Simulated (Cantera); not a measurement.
A perfectly stirred reactor is fed with 3.70 % C2H6, 96.3 % N2, at 0.000316 atm; it is held at 1675 K, and followed from long to short residence time.

Model: GRI-Mech 3.0 (53 species, 325 reactions), integrated in Cantera. GRI-Mech 3.0 stops at C3 and has no aromatics, soot or wall deposition, so with more carbon than oxygen in the feed, carbon stays in small species such as C2H2 where larger ones or solid carbon would form. Radical loss at walls, strong at low pressure, is not modelled.

x: mole fraction; the columns are a selection and need not sum to one.

| τ (s) | x C2H6 | x H2 | x CH3 | x CH4 | x CH2 |
|---|---|---|---|---|---|
| 0.95 | 0.000595 | 0.0502 | 0.00338 | 0.00790 | … |
| 0.22 | 0.00232 | 0.0378 | 0.00683 | 0.00908 | … |
| 0.053 | 0.00829 | 0.0216 | 0.0119 | 0.00616 | … |
| 0.012 | 0.0234 | 0.00570 | 0.0117 | 0.00140 | … |
| 0.0029 | 0.0340 | 0.000299 | 0.00474 | 0.000127 | … |
| 0.00069 | 0.0364 | 2.65e-6 | 0.00127 | 8.09e-6 | … |
| 0.00016 | 0.0369 | 2.98e-8 | 0.000302 | 4.45e-7 | … |

Q: What belongs in the gaps?

A: 
- 0.95, x CH2: 2.31e-5
- 0.22, x CH2: 3.72e-5
- 0.053, x CH2: 4.78e-5
- 0.012, x CH2: 3.20e-5
- 0.0029, x CH2: 5.02e-6
- 0.00069, x CH2: 1.26e-7
- 0.00016, x CH2: 1.64e-9
